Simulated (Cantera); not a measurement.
Feed: 1 mol trisilylamine, a varied amount of N2, held at 6.60 Pa.

Points: T (K) = 900, 950, 1000, 1050, 1100, 1150, 1200, 1250, 1300, 1350, 1400, 1450, 1500; n(N2) (mol) = 0.35, 0.41, 0.49, 0.58, 0.69, 0.81, 0.96, 1.1, 1.3, 1.6, 1.9, 2.2, 2.6.

Cantera's Mixture.equilibrate('TP', solver="vcs", rtol=1e-11, max_steps=5000) on the NASA tables stopped like this:

```
ERROR: FAILURE its = 5001!

*******************************************************************************
CanteraError thrown by MultiPhase::equilibrate:
VCS solver failed. Return code: -1
*******************************************************************************
```

### Question
What got this run through?

### Answer
Several could match; the one computed here: The failure is numerical, not chemical. The same input converged with solver="gibbs", rtol=1e-10, max_steps=50000, and the result passed a check of the equilibrium conditions:
```
    900       0.35  Si(cr) + Si3N4(a)
    900       0.41  Si(cr) + Si3N4(a)
    900       0.49  Si(cr) + Si3N4(a)
    900       0.58  Si(cr) + Si3N4(a)
    900       0.69  Si(cr) + Si3N4(a)
    900       0.81  Si(cr) + Si3N4(a)
    900       0.96  Si(cr) + Si3N4(a)
    900        1.1  Si(cr) + Si3N4(a)
    900        1.3  Si(cr) + Si3N4(a)
    900        1.6  Si3N4(a)
    900        1.9  Si3N4(a)
    900        2.2  Si3N4(a)
    900        2.6  Si3N4(a)
    950       0.35  Si(cr) + Si3N4(a)
    950       0.41  Si(cr) + Si3N4(a)
    950       0.49  Si(cr) + Si3N4(a)
    950       0.58  Si(cr) + Si3N4(a)
    950       0.69  Si(cr) + Si3N4(a)
    950       0.81  Si(cr) + Si3N4(a)
    950       0.96  Si(cr) + Si3N4(a)
    950        1.1  Si(cr) + Si3N4(a)
    950        1.3  Si(cr) + Si3N4(a)
    950        1.6  Si3N4(a)
    950        1.9  Si3N4(a)
    950        2.2  Si3N4(a)
    950        2.6  Si3N4(a)
   1000       0.35  Si(cr) + Si3N4(a)
   1000       0.41  Si(cr) + Si3N4(a)
   1000       0.49  Si(cr) + Si3N4(a)
   1000       0.58  Si(cr) + Si3N4(a)
   1000       0.69  Si(cr) + Si3N4(a)
   1000       0.81  Si(cr) + Si3N4(a)
   1000       0.96  Si(cr) + Si3N4(a)
   1000        1.1  Si(cr) + Si3N4(a)
   1000        1.3  Si(cr) + Si3N4(a)
   1000        1.6  Si3N4(a)
   1000        1.9  Si3N4(a)
   1000        2.2  Si3N4(a)
   1000        2.6  Si3N4(a)
   1050       0.35  Si(cr) + Si3N4(a)
   1050       0.41  Si(cr) + Si3N4(a)
   1050       0.49  Si(cr) + Si3N4(a)
   1050       0.58  Si(cr) + Si3N4(a)
   1050       0.69  Si(cr) + Si3N4(a)
   1050       0.81  Si(cr) + Si3N4(a)
   1050       0.96  Si(cr) + Si3N4(a)
   1050        1.1  Si(cr) + Si3N4(a)
   1050        1.3  Si(cr) + Si3N4(a)
   1050        1.6  Si3N4(a)
   1050        1.9  Si3N4(a)
   1050        2.2  Si3N4(a)
   1050        2.6  Si3N4(a)
   1100       0.35  Si(cr) + Si3N4(a)
   1100       0.41  Si(cr) + Si3N4(a)
   1100       0.49  Si(cr) + Si3N4(a)
   1100       0.58  Si(cr) + Si3N4(a)
   1100       0.69  Si(cr) + Si3N4(a)
   1100       0.81  Si(cr) + Si3N4(a)
   1100       0.96  Si(cr) + Si3N4(a)
   1100        1.1  Si(cr) + Si3N4(a)
   1100        1.3  Si(cr) + Si3N4(a)
   1100        1.6  Si3N4(a)
   1100        1.9  Si3N4(a)
   1100        2.2  Si3N4(a)
   1100        2.6  Si3N4(a)
   1150       0.35  Si(cr) + Si3N4(a)
   1150       0.41  Si(cr) + Si3N4(a)
   1150       0.49  Si(cr) + Si3N4(a)
   1150       0.58  Si(cr) + Si3N4(a)
   1150       0.69  Si(cr) + Si3N4(a)
   1150       0.81  Si(cr) + Si3N4(a)
   1150       0.96  Si(cr) + Si3N4(a)
   1150        1.1  Si(cr) + Si3N4(a)
   1150        1.3  Si(cr) + Si3N4(a)
   1150        1.6  Si3N4(a)
   1150        1.9  Si3N4(a)
   1150        2.2  Si3N4(a)
   1150        2.6  Si3N4(a)
   1200       0.35  Si(cr) + Si3N4(a)
   1200       0.41  Si(cr) + Si3N4(a)
   1200       0.49  Si(cr) + Si3N4(a)
   1200       0.58  Si(cr) + Si3N4(a)
   1200       0.69  Si(cr) + Si3N4(a)
   1200       0.81  Si(cr) + Si3N4(a)
   1200       0.96  Si(cr) + Si3N4(a)
   1200        1.1  Si(cr) + Si3N4(a)
   1200        1.3  Si(cr) + Si3N4(a)
   1200        1.6  Si3N4(a)
   1200        1.9  Si3N4(a)
   1200        2.2  Si3N4(a)
   1200        2.6  Si3N4(a)
   1250       0.35  Si(cr) + Si3N4(a)
   1250       0.41  Si(cr) + Si3N4(a)
   1250       0.49  Si(cr) + Si3N4(a)
   1250       0.58  Si(cr) + Si3N4(a)
   1250       0.69  Si(cr) + Si3N4(a)
   1250       0.81  Si(cr) + Si3N4(a)
   1250       0.96  Si(cr) + Si3N4(a)
   1250        1.1  Si(cr) + Si3N4(a)
   1250        1.3  Si(cr) + Si3N4(a)
   1250        1.6  Si3N4(a)
   1250        1.9  Si3N4(a)
   1250        2.2  Si3N4(a)
   1250        2.6  Si3N4(a)
   1300       0.35  Si(cr) + Si3N4(a)
   1300       0.41  Si(cr) + Si3N4(a)
   1300       0.49  Si(cr) + Si3N4(a)
   1300       0.58  Si(cr) + Si3N4(a)
   1300       0.69  Si(cr) + Si3N4(a)
   1300       0.81  Si(cr) + Si3N4(a)
   1300       0.96  Si(cr) + Si3N4(a)
   1300        1.1  Si(cr) + Si3N4(a)
   1300        1.3  Si(cr) + Si3N4(a)
   1300        1.6  Si3N4(a)
   1300        1.9  Si3N4(a)
   1300        2.2  Si3N4(a)
   1300        2.6  Si3N4(a)
   1350       0.35  Si(cr) + Si3N4(a)
   1350       0.41  Si(cr) + Si3N4(a)
   1350       0.49  Si(cr) + Si3N4(a)
   1350       0.58  Si(cr) + Si3N4(a)
   1350       0.69  Si(cr) + Si3N4(a)
   1350       0.81  Si(cr) + Si3N4(a)
   1350       0.96  Si(cr) + Si3N4(a)
   1350        1.1  Si(cr) + Si3N4(a)
   1350        1.3  Si(cr) + Si3N4(a)
   1350        1.6  Si(cr) + Si3N4(a)
   1350        1.9  Si3N4(a)
   1350        2.2  Si3N4(a)
   1350        2.6  Si3N4(a)
   1400       0.35  Si(cr) + Si3N4(a)
   1400       0.41  Si(cr) + Si3N4(a)
   1400       0.49  Si(cr) + Si3N4(a)
   1400       0.58  Si(cr) + Si3N4(a)
   1400       0.69  Si(cr) + Si3N4(a)
   1400       0.81  Si(cr) + Si3N4(a)
   1400       0.96  Si(cr) + Si3N4(a)
   1400        1.1  Si(cr) + Si3N4(a)
   1400        1.3  Si(cr) + Si3N4(a)
   1400        1.6  Si(cr) + Si3N4(a)
   1400        1.9  Si(cr) + Si
```

The gas is ideal and each condensed phase is pure. The feed counts by its element totals alone. Mutual solubility and eutectic melting of coexisting phases are not modelled.
